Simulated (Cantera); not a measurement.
An adiabatic, constant-volume homogeneous reactor starts with CH4 : CO : O2 : N2 = 1 : 0.17 : 2.74 : 10.3 (molar parts), equivalence ratio 0.76, at 1523 K and 5.43 atm. Integrator tolerance rtol = 1e-08.

Detailed kinetics in Cantera: GRI-Mech 3.0 (53 species, 325 reactions).

Task: What does this change do: initial temperature 1523 to 1200 K?

Result: 
```json
[
 {"quantity": "time of steepest temperature rise", "before": "0.216 ms", "after": "8.67 ms"},
 {"quantity": "temperature at 0.200 s", "before": "2932 K", "after": "2799 K"},
 {"quantity": "equilibrium temperature", "before": "2932 K", "after": "2799 K"},
 {"quantity": "x(CH4) at 0.200 s", "before": "<1e-12 (gas-phase equilibrium <1e-12)", "after": "<1e-12 (gas-phase equilibrium <1e-12)"},
 {"quantity": "x(CO) at 0.200 s", "before": "0.0222 (gas-phase equilibrium 0.0222)", "after": "0.0139 (gas-phase equilibrium 0.0139)"},
 {"quantity": "x(O2) at 0.200 s", "before": "0.0433 (gas-phase equilibrium 0.0433)", "after": "0.0421 (gas-phase equilibrium 0.0421)"},
 {"quantity": "x(CH3) at 0.200 s", "before": "<1e-12 (gas-phase equilibrium <1e-12)", "after": "<1e-12 (gas-phase equilibrium <1e-12)"},
 {"quantity": "x(C2H6) at 0.200 s", "before": "<1e-12 (gas-phase equilibrium <1e-12)", "after": "<1e-12 (gas-phase equilibrium <1e-12)"},
 {"quantity": "x(NO) at 0.200 s", "before": "0.0189 (gas-phase equilibrium 0.0189)", "after": "0.0157 (gas-phase equilibrium 0.0157)"}
]
```

Task: What does this change do: CH4 1 to 2.3 parts?

Result: 
```
quantity                                                          before                                      after
---------------------------------  -------------------------------------  -----------------------------------------
time of steepest temperature rise                               0.216 ms                                   0.302 ms
temperature at 0.200 s                                            2932 K                                     2984 K
equilibrium temperature                                           2932 K                                     2984 K
x(CH4) at 0.200 s                  <1e-12 (gas-phase equilibrium <1e-12)  7.99e-11 (gas-phase equilibrium 9.07e-11)
x(CO) at 0.200 s                   0.0222 (gas-phase equilibrium 0.0222)        0.117 (gas-phase equilibrium 0.117)
x(O2) at 0.200 s                   0.0433 (gas-phase equilibrium 0.0433)  0.000311 (gas-phase equilibrium 0.000311)
x(CH3) at 0.200 s                  <1e-12 (gas-phase equilibrium <1e-12)  1.71e-10 (gas-phase equilibrium 1.93e-10)
x(C2H6) at 0.200 s                 <1e-12 (gas-phase equilibrium <1e-12)      <1e-12 (gas-phase equilibrium <1e-12)
x(NO) at 0.200 s                   0.0189 (gas-phase equilibrium 0.0189)    0.00156 (gas-phase equilibrium 0.00156)
```
